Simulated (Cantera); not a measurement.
A perfectly stirred reactor is fed with C₂H₄ : H₂ = 1 : 90 (molar parts), at 0.975 Torr; it is held at 1650 K, and followed from long to short residence time.

Cantera simulation using GRI-Mech 3.0 (53 species, 325 reactions); the numbers are that mechanism's predictions, not measurements. GRI-Mech 3.0 was tuned for natural gas; its chemistry of ethylene as a main component is partial and can be far from experiment. GRI-Mech 3.0 stops at C3 and has no aromatics, soot or wall deposition, so with more carbon than oxygen in the feed, carbon stays in small species such as C2H2 where larger ones or solid carbon would form. Radical loss at walls, strong at low pressure, is not modelled.

### Question
What does this change do: C2H4 1 to 0.1 parts?

### Answer
```csv
quantity,before,after
x(C₂H₄) at τ = 3.60 s,0.00100,0.000134
x(H₂) at τ = 3.60 s,0.989,0.999
x(C₂H₆) at τ = 3.60 s,3.54e-10,2.49e-11
x(CH₃) at τ = 3.60 s,9.34e-10,1.24e-11
x(H) at τ = 3.60 s,5.78e-5,1.23e-5
x(C₂H₄) at τ = 43.0 ms,0.0102,0.00103
x(H₂) at τ = 43.0 ms,0.989,0.999
x(C₂H₆) at τ = 43.0 ms,1.16e-9,1.16e-10
x(CH₃) at τ = 43.0 ms,1.48e-10,1.37e-11
x(H) at τ = 43.0 ms,1.15e-6,1.67e-7
```

### Question
What does this change do: pressure from 0.975 Torr to 51.0 Torr?

### Answer
```
quantity                  before     after
----------------------  --------  --------
x(C₂H₄) at τ = 3.60 s    0.00100   6.31e-5
x(H₂) at τ = 3.60 s        0.989     0.989
x(C₂H₆) at τ = 3.60 s   3.54e-10   5.95e-9
x(CH₃) at τ = 3.60 s    9.34e-10   1.49e-6
x(H) at τ = 3.60 s       5.78e-5  0.000323
x(C₂H₄) at τ = 43.0 ms    0.0102   0.00303
x(H₂) at τ = 43.0 ms       0.989     0.989
x(C₂H₆) at τ = 43.0 ms   1.16e-9   7.46e-8
x(CH₃) at τ = 43.0 ms   1.48e-10   1.39e-8
x(H) at τ = 43.0 ms      1.15e-6   3.98e-5
```
